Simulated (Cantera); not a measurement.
An adiabatic, constant-pressure homogeneous reactor starts with 8.03 % CH₄, 7.65 % O₂, 84.3 % N₂, at 1650 K and 750 Torr.

Computed with Cantera and GRI-Mech 3.0 (53 species, 325 reactions).

Problem. Predict: time of steepest temperature rise; temperature at 1.00 s; equilibrium temperature; x(O₂) at 1.00 s; x(H) at 1.00 s; x(H₂O) at 1.00 s.

Solution. 
```
Item                                                                 Value
---------------------------------  ---------------------------------------
time of steepest temperature rise                                 0.918 ms
temperature at 1.00 s                                               2157 K
equilibrium temperature                                             2158 K
x(O₂) at 1.00 s                    3.31e-7 (gas-phase equilibrium 3.31e-7)
x(H) at 1.00 s                     0.00132 (gas-phase equilibrium 0.00132)
x(H₂O) at 1.00 s                     0.0584 (gas-phase equilibrium 0.0584)
```
